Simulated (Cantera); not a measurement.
An isothermal, constant-pressure homogeneous reactor starts with CH4 : CO2 = 1 : 2.3 (molar parts), at 1525 K and 220000 Pa. Integrator tolerance rtol = 1e-08.

Cantera simulation using GRI-Mech 3.0 (53 species, 325 reactions); the numbers are that mechanism's predictions, not measurements.

Question: What does this change do: temperature 1525 to 1398 K?

Answer: 
```json
[
 {"quantity": "x(CH4) at 3.00 s", "before": "0.0239 (gas-phase equilibrium 8.13e-7)", "after": "0.143 (gas-phase equilibrium 4.87e-6)"},
 {"quantity": "x(CO2) at 3.00 s", "before": "0.200 (gas-phase equilibrium 0.109)", "after": "0.488 (gas-phase equilibrium 0.118)"},
 {"quantity": "x(CH2O) at 3.00 s", "before": "9.93e-7 (gas-phase equilibrium 1.19e-7)", "after": "1.85e-6 (gas-phase equilibrium 1.26e-7)"},
 {"quantity": "x(C2H4) at 3.00 s", "before": "0.00291 (gas-phase equilibrium 2.71e-12)", "after": "0.00671 (gas-phase equilibrium 1.90e-11)"},
 {"quantity": "x(OH) at 3.00 s", "before": "2.52e-7 (gas-phase equilibrium 1.39e-7)", "after": "2.03e-8 (gas-phase equilibrium 1.61e-8)"},
 {"quantity": "x(H) at 3.00 s", "before": "6.10e-6 (gas-phase equilibrium 7.88e-6)", "after": "4.21e-7 (gas-phase equilibrium 1.61e-6)"},
 {"quantity": "x(O) at 3.00 s", "before": "2.43e-12 (gas-phase equilibrium 3.90e-12)", "after": "<1e-12 (gas-phase equilibrium <1e-12)"}
]
```
